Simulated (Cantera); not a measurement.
A perfectly stirred reactor is fed with CH4 : H2O : H2 = 1 : 4.3 : 0.074 (molar parts), at 1.00 bar; it is held at 1398 K, and followed from long to short residence time.

Model: GRI-Mech 3.0 (53 species, 325 reactions), integrated in Cantera.

Question: What does this change do: CH4 1 to 0.56 parts?

Answer: 
| quantity | before | after |
|---|---|---|
| x(CH4) at τ = 14.0 s | 0.0842 | 0.0537 |
| x(H2O) at τ = 14.0 s | 0.674 | 0.773 |
| x(H2) at τ = 14.0 s | 0.187 | 0.137 |
| x(C2H) at τ = 14.0 s | 2.08e-10 | 1.39e-10 |
| x(C2H2) at τ = 14.0 s | 0.0236 | 0.0132 |
| x(CH4) at τ = 0.220 s | 0.176 | 0.108 |
| x(H2O) at τ = 0.220 s | 0.794 | 0.867 |
| x(H2) at τ = 0.220 s | 0.0254 | 0.0220 |
| x(C2H) at τ = 0.220 s | 3.05e-11 | 2.20e-11 |
| x(C2H2) at τ = 0.220 s | 0.00287 | 0.00170 |
